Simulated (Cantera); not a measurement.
Cantera run:

```python
import numpy as np
import cantera as ct

gas_names = """
    H HNO HNO2 HNO3 HO2 H2 H2O H2O2 N NH NH2 NH3 NH2OH NO NO2 NO3 N2 N2H2 N2H4 N2O O OH O2 O3 Si SiH
    SiH2 SiH3 SiH4 SiN SiO SiO2 Si2 Si2N Si3
""".split()
cond_names = """
    H2O(s) H2O(L) Si(cr) Si(L) SiO2(Lqz) SiO2(hqz) SiO2(L) Si2N2O(s) Si3N4(a)
""".split()


# ... load() reads the species with a 1 bar reference pressure and builds the phases ...
atoms = {
    'Si3N4': {'Si': 3, 'N': 4},
    'O2': {'O': 2},
    'H2': {'H': 2},
}
top_T = {'Si2N2O(s)': 2100, 'Si3N4(a)': 2400}  # K; cautious upper limits of use, not melting points


# ... equilibrate(T, P, feed) seeds the gas with the atoms and calls Mixture.equilibrate('TP', solver="vcs", rtol=1e-11, max_steps=5000) ...
results = []
feed = {'Si3N4': 1, 'O2': 0.96, 'H2': 940}  # mol
T = 1073.15  # K
P = 36000  # Pa
mix = equilibrate(T, P, feed)
results.append((T, P, feed, dict(zip(mix.species_names, mix.species_moles))))
print(gas.report(threshold=1e-05))
for i in range(1, mix.n_phases):
    print(f"{mix.phase(i).name:16s} {mix.phase_moles(i):12.5e} mol")
```

It prints:

```
       temperature   1073.2 K
          pressure   36000 Pa
           density   0.0082057 kg/m^3
  mean mol. weight   2.0338 kg/kmol
   phase of matter   gas

                          1 kg             1 kmol
                     ---------------   ---------------
          enthalpy        1.1261e+07        2.2903e+07  J
   internal energy        6.8741e+06         1.398e+07  J
           entropy             87011        1.7696e+05  J/K
    Gibbs function       -8.2115e+07         -1.67e+08  J
 heat capacity c_p             15002             30512  J/K
 heat capacity c_v             10914             22197  J/K

                      mass frac. Y      mole frac. X     chem. pot. / RT
                     ---------------   ---------------   ---------------
                H2           0.99057           0.99931           -18.706
               H2O        0.00011638        1.3138e-05           -64.453
                N2         0.0092878        0.00067429           -33.371
     [  +32 minor]        2.8938e-05        3.4777e-06

Si(cr)            0.00000e+00 mol
SiO2(hqz)         2.71761e-01 mol
Si2N2O(s)         1.36412e+00 mol
Si3N4(a)          0.00000e+00 mol
```

Method: chemical equilibrium by Gibbs-energy minimisation in Cantera with the NASA 1993 tables (ideal gas, pure condensed phases). Mutual solubility and eutectic melting of coexisting phases are not modelled.
